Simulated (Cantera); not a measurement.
Feed: 1 mol SiC, 0.025 mol Si, 0.016 mol N2, at 3.20 mbar.

Cantera equilibrium calculation (NASA polynomials, part measured and part estimated; ideal gas, pure solids and liquids). Candidate condensed phases: C, Si, SiC, Si3N4; 20 gas species. Mutual solubility and eutectic melting of coexisting phases are not modelled. The numbers say what is thermodynamically allowed, not how fast it happens.

Task: Which condensed phases are stable at each of these points (T (K)): 2173, 2323, 2473, 2623, 2773, 2923, 3073?

Result: 
```
T (K)  condensed phases  Si condensed (%)
-----  ----------------  ----------------
2173     Si(l) + SiC(s)              99.8
2323     Si(l) + SiC(s)              98.8
2473             SiC(s)              97.0
2623        C(graphite)               0.0
2773        C(graphite)               0.0
2923           gas only               0.0
3073           gas only               0.0
```

From 2173 K to 2323 K the condensed part is Si(l) + SiC(s). At 2473 K the condensed part is SiC(s). From 2623 K to 2773 K the condensed part is C(graphite). From 2923 K to 3073 K nothing is condensed.
